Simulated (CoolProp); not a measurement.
A Linde-Hampson liquefier for dry air: isothermal reversible compression at 290 K from 1 atm to 40 MPa, throttling to 1 atm, return gas leaving the recuperator 10 K below the feed. Each further row changes one setting.

Model: reference Helmholtz-energy equation of state, Lemmon 2000, in CoolProp. It is a pseudo-pure fit of the blend.

```csv
case,liquid yield per pass,compression work (kJ/kg of gas)
as stated,?,501
high pressure 80 MPa,0.063,582
warm-end temperature 320 K,?,?
warm-end gap 15 K,?,501
```

Some entries are withheld; supply them.


- as stated, liquid yield per pass: 0.094
- warm-end temperature 320 K, liquid yield per pass: 0.065
- warm-end temperature 320 K, compression work (kJ/kg of gas): 557
- warm-end gap 15 K, liquid yield per pass: 0.083
